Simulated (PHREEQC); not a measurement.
Consider water at 25 °C with 66 mmol/kgw HF, 22 mmol/kgw (CH3)4NF and 0.0086 mmol/kgw H4SiO4. It is in equilibrium with CO2 at log p = -3.5 (atm). Otherwise closed; pH follows from the charge balance.

Computed with PHREEQC (ion-association model, phreeqc.dat).

This is a speciation only: nothing precipitates in the calculation.

### Question
Order these F species by the share of F that they hold, largest first: HF2-, F-, HF.

### Answer
HF (67 %), F- (23 %), HF2- (10 %)

The pH is 2.64 and the ionic strength 0.0246 mol/kgw. Species that the database lacks are ignored. (CH3)4N+ isn't in the database: it is added as a free cation with an ion size of 4 Å. SiF6-2 is the database's only silicon fluoride.
